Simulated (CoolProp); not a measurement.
Saturated liquid density (kg/m³) of water: the reference equation beside estimates from Tc = 373.9 °C, pc = 22060 kPa, ω = 0.344. Rackett uses Z = 0.29056 − 0.08775 ω.

The numbers come from the reference Helmholtz-energy equation of state, Wagner 2002 in CoolProp.

```tsv
T (°C)	reference	Rackett	van der Waals	Redlich-Kwong	Soave-Redlich-Kwong	Peng-Robinson
70.65	977.4	…	475.7	704.8	729.5	821.0
82.15	970.4	828.8	470.6	696.3	722.2	813.3
93.65	962.8	818.7	465.5	687.6	714.6	805.2
105.15	954.6	808.5	460.1	678.5	706.7	796.7
116.65	945.8	798.0	454.7	669.1	698.5	787.9
128.15	936.4	787.4	449.0	659.4	689.8	778.6
139.65	…	776.6	443.3	649.4	680.8	768.9
151.25	915.8	765.4	437.3	638.9	671.2	758.6
162.75	904.7	754.0	431.2	628.1	661.3	747.8
174.25	893.1	742.4	424.8	…	650.9	736.5
185.75	880.8	730.5	418.3	605.3	640.0	724.6
```

Task: What belongs in the gaps?

Result: 
- 70.65, Rackett: 838.8
- 139.65, reference: 926.4
- 174.25, Redlich-Kwong: 616.9

Absolute difference from the reference over all 11 rows, mean and median: Rackett 15.8 and 15.9 %, van der Waals 52.0 and 52.1 %, Redlich-Kwong 29.6 and 29.6 %, Soave-Redlich-Kwong 26.3 and 26.3 %, Peng-Robinson 16.9 and 16.9 %.
